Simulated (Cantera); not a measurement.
What does this Cantera script print?

```python
import numpy as np
import cantera as ct

gas = ct.Solution("gri30.yaml")
gas.TPX = 575, 500000, {'CH4': 1, 'O2': 1.33, 'N2': 5.01}
inlet = ct.Reservoir(gas, clone=True)
gas.equilibrate("HP")  # start burning
reactor = ct.IdealGasConstPressureReactor(gas, energy="on", clone=False)
exhaust = ct.Reservoir(gas, clone=True)
tau = [0.11, 0.033, 0.0098, 0.0029, 0.00084, 0.00025, 7.3e-05, 2.1e-05, 6.3e-06][0]
for a, b in ((inlet, reactor), (reactor, exhaust)):
    ct.MassFlowController(a, b, mdot=lambda t: reactor.mass / tau)
net = ct.ReactorNet([reactor])
show = ['CH4', 'O2', 'OH', 'C2H2', 'CH2O', 'H2']

rows = []
print(f"{'tau/s':>10s}{'T/K':>9s}" + "".join(f"{s:>11s}" for s in show))
for tau in [0.11, 0.033, 0.0098, 0.0029, 0.00084, 0.00025, 7.3e-05, 2.1e-05, 6.3e-06]:
    net.initial_time = 0.0
    net.advance(30 * tau)
    before = gas.X
    net.advance(40 * tau)
    drift = np.max(np.abs(gas.X - before) / (gas.X + 1e-9))
    rows.append([gas.T, *gas[show].X, drift])
    print(f"{tau:10.3e}{gas.T:9.1f}" + "".join(f"{x:11.3e}" for x in gas[show].X))
```

It prints:

```
     tau/s      T/K        CH4         O2         OH       C2H2       CH2O         H2
 1.100e-01   2098.9  3.439e-04  4.218e-05  1.129e-04  3.157e-05  1.152e-06  7.892e-02
 3.300e-02   2100.8  8.808e-04  1.321e-04  1.223e-04  1.938e-04  3.271e-06  7.713e-02
 9.800e-03   2103.3  1.862e-03  4.031e-04  1.420e-04  7.431e-04  8.566e-06  7.330e-02
 2.900e-03   2102.2  3.251e-03  1.174e-03  1.773e-04  1.737e-03  2.090e-05  6.753e-02
 8.400e-04   2085.7  5.147e-03  3.367e-03  2.276e-04  2.820e-03  5.010e-05  6.095e-02
 2.500e-04   2018.0  8.972e-03  1.050e-02  2.490e-04  3.555e-03  1.305e-04  5.391e-02
 7.300e-05    575.0  1.362e-01  1.812e-01  2.037e-24  8.696e-17  6.388e-17  1.836e-15
 2.100e-05    575.0  1.362e-01  1.812e-01  5.611e-25  1.663e-18  1.222e-18  3.511e-17
 6.300e-06    575.0  1.362e-01  1.812e-01  1.553e-25  1.036e-20  7.610e-21  2.186e-19
```

Model: GRI-Mech 3.0 (53 species, 325 reactions), integrated in Cantera.
